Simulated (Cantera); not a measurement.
Feed: 1 mol borazine, 15 mol N₂, 150 mol H₂, at 2098.15 K and 1.00 Torr.

Equilibrium computed with Cantera from the NASA thermochemical tables; the gas is ideal and each condensed phase is pure. The feed counts by its element totals alone. The tables' values for BH₂ are old estimates; treat these amounts as uncertain. The numbers say what is thermodynamically allowed, not how fast it happens.

```json
[
 {"species": "H₂", "before": "0.828", "after": "0.911"},
 {"species": "N₂", "before": "0.0936", "after": "0.0893"},
 {"species": "H", "before": "0.0768", "after": "1.14e-7"},
 {"species": "BH₂", "before": "0.000663", "after": "<1e-9"},
 {"species": "B", "before": "0.000474", "after": "<1e-9"},
 {"species": "BH", "before": "2.56e-5", "after": "<1e-9"},
 {"species": "B(s), mol", "before": "2.79", "after": "0"},
 {"species": "BN(s), mol", "before": "0", "after": "3.00"}
]
```
Gas species are given as mole fractions.

Task: Name the change that produced these shifts.
A) temperature from 2098.15 K to 2375 K
B) temperature from 2098.15 K to 1025 K
C) pressure from 1.00 Torr to 150 Torr
D) pressure from 1.00 Torr to 21.0 Torr

Result: B, temperature from 2098.15 K to 1025 K
